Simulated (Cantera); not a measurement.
A freely propagating, adiabatic, planar premixed flame of CH₄ : O₂ : N₂ = 1 : 1.54 : 5.78 (molar parts), equivalence ratio 1.3, unburnt at 650 K and 0.460 bar; mixture-averaged transport, grid criteria slope 0.08 and curve 0.16, no radiation.

Cantera simulation using GRI-Mech 3.0 (53 species, 325 reactions); the numbers are that mechanism's predictions, not measurements. Burning velocities carry a grid error of a few per cent, more on coarse grids.

Task: What does this change do: CH4 1 to 0.78 parts?

Result: 
| quantity | before | after |
|---|---|---|
| laminar burning velocity | 146 cm/s | 182 cm/s |
| thermal thickness | 0.682 mm | 0.614 mm |
| peak x(HCN) | 2.59e-5 | 4.80e-6 |
| peak x(CH₂O) | 0.00123 | 0.00118 |
| peak x(OH) | 0.00696 | 0.0117 |

Task: What does this change do: N2 5.78 to 4.4 parts?

Result: 
```tsv
quantity	before	after
laminar burning velocity	146 cm/s	205 cm/s
thermal thickness	0.682 mm	0.542 mm
peak x(HCN)	2.59e-5	2.94e-5
peak x(CH₂O)	0.00123	0.00163
peak x(OH)	0.00696	0.0115
```
